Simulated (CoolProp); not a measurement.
The fluid at 363.77 K and 0.279 MPa is throttled through a valve to 0.0176 MPa with no heat exchange. The same conditions are run with several fluids, on thermodynamics alone (safety and materials aside).

Model: reference Helmholtz-energy equation of state of each fluid (cyclopentane: Gedanitz 2015; n-butane: Bücker 2006; n-pentane: Thol 2019; R404A: Lemmon 2003; R245fa: Akasaka 2015), in CoolProp. Blends and air are pseudo-pure fits.

| fluid | temperature change (K) | final density (kg/m³) |
|---|---|---|
| cyclopentane | -5.8 | 0.417 |
| n-butane | -3.5 | 0.342 |
| n-pentane | -4.9 | 0.428 |
| R404A | -2.4 | 0.573 |
| R245fa | -3.9 | 0.791 |
